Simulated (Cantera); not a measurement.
What does this Cantera script print?

```python
import numpy as np
import cantera as ct

gas_names = """
    Fe FeO N NO NO2 NO3 N2 N2O O O2 O3 S SN SO SO2 SO3 S2 S2O S8
""".split()
cond_names = """
    Fe(a) Fe(c) Fe(d) Fe(L) FeO(s) FeO(L) FeS(a) FeS(b) FeS(c) FeS(L) FeSO4(s) FeS2(s) Fe2O3(s)
    Fe2S3O12(s) Fe3O4(s) S(cr1) S(cr2) S(L)
""".split()


# ... load() reads the species with a 1 bar reference pressure and builds the phases ...
atoms = {
    'Fe2O3': {'Fe': 2, 'O': 3},
    'SO3': {'S': 1, 'O': 3},
    'N2': {'N': 2},
}
top_T = {'FeSO4(s)': 950, 'FeS2(s)': 1010, 'Fe2O3(s)': 1830, 'Fe2S3O12(s)': 1100, 'Fe3O4(s)': 1870}  # K; cautious upper limits of use, not melting points


# ... equilibrate(T, P, feed) seeds the gas with the atoms and calls Mixture.equilibrate('TP', solver="vcs", rtol=1e-11, max_steps=5000) ...
results = []
feed = {'Fe2O3': 1, 'SO3': 0.41, 'N2': 0.85}  # mol
T = 1175  # K
P = 6200  # Pa
mix = equilibrate(T, P, feed)
results.append((T, P, feed, dict(zip(mix.species_names, mix.species_moles))))
x = sorted(zip(gas.X, gas.species_names), reverse=True)
print(f"T = {T:g} K  P = {P:g} Pa  gas = {mix.phase_moles(0):.4g} mol")
print("   x: " + "  ".join(f"{s} {v:.3e}" for v, s in x if v > 1e-05))
print("   condensed (mol): " + ("  ".join(f"{mix.phase(i).name} {mix.phase_moles(i):.4g}"
      for i in range(1, mix.n_phases) if mix.phase_moles(i) > 1e-12) or "none"))
```

Output:

```
T = 1175 K  P = 6200 Pa  gas = 1.459 mol
   x: N2 5.825e-01  SO2 2.730e-01  O2 1.365e-01  SO3 7.939e-03  NO 1.115e-04
   condensed (mol): Fe2O3(s) 1
```

Cantera equilibrium calculation (NASA polynomials, part measured and part estimated; ideal gas, pure solids and liquids).
